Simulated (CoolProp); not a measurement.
The numbers come from the reference Helmholtz-energy equation of state, Lemmon 2022 in CoolProp.

Task: For R1234yf, give the phase and the speed of sound (m/s), expansivity (1/kK), viscosity (µPa s), conductivity (mW/(m K)) at 82.45 °C and 50.1 bar; -36.25 °C and 22.5 bar; 28.75 °C and 1.31 bar.

Result: 
- 82.45 °C and 50.1 bar: liquid; speed of sound 263, expansivity 6.72, viscosity 80.8, conductivity 51.4
- -36.25 °C and 22.5 bar: liquid; speed of sound 733, expansivity 2.08, viscosity 330, conductivity 85.0
- 28.75 °C and 1.31 bar: gas; speed of sound 151, expansivity 3.64, viscosity 12.5, conductivity 14.1

Viscosity comes from a separate model (Bell 2016), an estimate that may be off by 10 % or more. Thermal conductivity comes from a separate model (Perkins 2011).
